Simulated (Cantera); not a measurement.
A perfectly stirred reactor is fed with CH3OH : O2 : N2 = 0.0037 : 0.005 : 1 (molar parts), equivalence ratio 1.1, at 100000 Pa; it is held at 1525 K, and followed from long to short residence time.

Cantera simulation using GRI-Mech 3.0 (53 species, 325 reactions); the numbers are that mechanism's predictions, not measurements. GRI-Mech 3.0 was tuned for natural gas; its chemistry of methanol as a main component is partial and can be far from experiment.

Q: What does this change do: N2 1 to 0.3 parts?

A: 
```json
[
 {"quantity": "x(CH3OH) at τ = 15.0 s", "before": "3.85e-8", "after": "7.14e-8"},
 {"quantity": "x(O2) at τ = 15.0 s", "before": "6.30e-6", "after": "7.80e-6"},
 {"quantity": "x(CH2O) at τ = 15.0 s", "before": "2.85e-8", "after": "5.26e-8"},
 {"quantity": "x(C2H2) at τ = 15.0 s", "before": "<1e-12", "after": "1.99e-12"},
 {"quantity": "x(CO) at τ = 15.0 s", "before": "0.000602", "after": "0.00194"},
 {"quantity": "x(CH3OH) at τ = 92.0 ms", "before": "5.87e-7", "after": "1.15e-6"},
 {"quantity": "x(O2) at τ = 92.0 ms", "before": "0.000235", "after": "0.000344"},
 {"quantity": "x(CH2O) at τ = 92.0 ms", "before": "4.39e-7", "after": "8.39e-7"},
 {"quantity": "x(C2H2) at τ = 92.0 ms", "before": "1.07e-11", "after": "8.00e-11"},
 {"quantity": "x(CO) at τ = 92.0 ms", "before": "0.000847", "after": "0.00231"}
]
```

Q: What does this change do: 0.002 parts H2 added?

A: 
```csv
quantity,before,after
x(CH3OH) at τ = 15.0 s,3.85e-8,2.89e-8
x(O2) at τ = 15.0 s,6.30e-6,1.58e-6
x(CH2O) at τ = 15.0 s,2.85e-8,2.23e-8
x(C2H2) at τ = 15.0 s,<1e-12,7.37e-12
x(CO) at τ = 15.0 s,0.000602,0.00137
x(CH3OH) at τ = 92.0 ms,5.87e-7,4.50e-7
x(O2) at τ = 92.0 ms,0.000235,6.16e-5
x(CH2O) at τ = 92.0 ms,4.39e-7,3.33e-7
x(C2H2) at τ = 92.0 ms,1.07e-11,2.25e-10
x(CO) at τ = 92.0 ms,0.000847,0.00140
```
